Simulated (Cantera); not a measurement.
Feed: 1 mol HMDSO, 0.32 mol N2O, 62 mol N2, at 10.0 Torr.

Cantera equilibrium calculation (NASA polynomials, part measured and part estimated; ideal gas, pure solids and liquids). Candidate condensed phases: C, C6H6, C7H8, C8H18, H2O, Si, SiC, SiO2, Si2N2O, Si3N4; 151 gas species. The feed counts by its element totals alone. The numbers say what is thermodynamically allowed, not how fast it happens. All values below are at 973 K.

Base state: N2 0.869, H2 0.127, CO 0.00355, CH4 2.78e-5 (mole fractions); condensed: C(graphite) + SiO2(β-quartz) + Si2N2O(s).

What changes in the equilibrium state with this change: N2O from 0.32 to 5.1 mol?


```tsv
species	before	after
N2	0.869	0.858
H2	0.127	0.115
CO	0.00355	0.0268
H2O	3.75e-6	2.56e-5
CH4	2.78e-5	2.27e-5
C(graphite), mol	5.75	3.90
SiO2(β-quartz), mol	0.0462	2.00
Si2N2O(s), mol	0.977	0
```
